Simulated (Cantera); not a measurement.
A closed system holds: 1 mol CH₂F₂, 0.32 mol H₂, held at 7.30e-5 bar.

These are equilibrium values from Cantera (NASA tables, ideal gas, pure condensed phases), not measurements of a reactor. Candidate condensed phases: C, C₆H₆, C₇H₈, C₈H₁₈; 95 gas species. Equilibrium is a limit: real reactors are often held back by kinetics, nucleation or transport.

What share of the C ends up in condensed phases as a function of T (K), at 1900, 2050, 2200, 2350, 2500, 2650, 2800?


```csv
T (K),C condensed (%),as
1900,100.0,C(graphite)
2050,99.9,C(graphite)
2200,99.9,C(graphite)
2350,99.3,C(graphite)
2500,92.7,C(graphite)
2650,25.4,C(graphite)
2800,0.0,-
```
